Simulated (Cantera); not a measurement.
# Low-pressure radical oxidation in H2/O2

A perfectly stirred reactor is fed with 2.44 % H2, 97.6 % O2, equivalence ratio 0.013, at 0.0263 atm; it is held at 923 K, and followed from long to short residence time.

Model: the H2/O2 subset of GRI-Mech 3.0, which has no nitrogen chemistry, integrated in Cantera. Radical loss at walls, strong at low pressure, is not modelled. Below about 950 K walls govern HO2 and H2O2 in real vessels.

```tsv
τ (s)	x H2	x O2	x H	x H2O	x O	x H2O2	x HO2
0.36	0.000848	0.975	4.73e-5	0.0237	0.000498	1.67e-7	5.31e-6
0.14	0.00139	0.974	0.000117	0.0231	0.000810	2.21e-7	7.22e-6
0.056	0.00224	0.974	0.000274	0.0221	0.00126	2.83e-7	9.27e-6
0.022	0.00363	0.973	0.000615	0.0204	0.00192	3.50e-7	1.13e-5
0.0088	0.00583	0.972	0.00122	0.0177	0.00269	4.07e-7	1.28e-5
0.0035	0.00940	0.971	0.00194	0.0136	0.00328	4.33e-7	1.34e-5
0.0014	0.0150	0.971	0.00193	0.00798	0.00293	3.73e-7	1.29e-5
```
x: mole fraction; the columns are a selection and need not sum to one.
